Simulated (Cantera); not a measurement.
Input (Python, Cantera) and output of one run.

```python
import numpy as np
import cantera as ct

gas_names = """
    Ca CaCL CaCL2 Ca2 CL CL2 N N2
""".split()
cond_names = """
    Ca(a) Ca(b) Ca(L) CaCL2(s) CaCL2(L)
""".split()


# ... load() reads the species with a 1 bar reference pressure and builds the phases ...
atoms = {
    'CaCl2': {'Ca': 1, 'CL': 2},
    'N2': {'N': 2},
}
top_T = {}  # K; cautious upper limits of use, not melting points


# ... equilibrate(T, P, feed) seeds the gas with the atoms and calls Mixture.equilibrate('TP', solver="vcs", rtol=1e-11, max_steps=5000) ...
results = []
feed = {'CaCl2': 1, 'N2': 110}  # mol
T = 1248  # K
P = 8800  # Pa
mix = equilibrate(T, P, feed)
results.append((T, P, feed, dict(zip(mix.species_names, mix.species_moles))))
print(gas.report(threshold=0.0001))
for i in range(1, mix.n_phases):
    print(f"{mix.phase(i).name:16s} {mix.phase_moles(i):12.5e} mol")
```

Output:

```
       temperature   1248 K
          pressure   8800 Pa
           density   0.023774 kg/m^3
  mean mol. weight   28.033 kg/kmol
   phase of matter   gas

                          1 kg             1 kmol
                     ---------------   ---------------
          enthalpy        1.0565e+06        2.9618e+07  J
   internal energy        6.8638e+05        1.9241e+07  J
           entropy            9125.1         2.558e+05  J/K
    Gibbs function       -1.0332e+07       -2.8962e+08  J
 heat capacity c_p            1207.4             33848  J/K
 heat capacity c_v            910.85             25534  J/K

                      mass frac. Y      mole frac. X     chem. pot. / RT
                     ---------------   ---------------   ---------------
             CaCL2        0.00090728        0.00022918           -96.085
                N2           0.99909           0.99977           -27.896
     [   +6 minor]        1.2592e-08        6.3644e-09

Ca(L)             0.00000e+00 mol
CaCL2(L)          9.74784e-01 mol
```

Cantera equilibrium calculation (NASA polynomials, part measured and part estimated; ideal gas, pure solids and liquids).
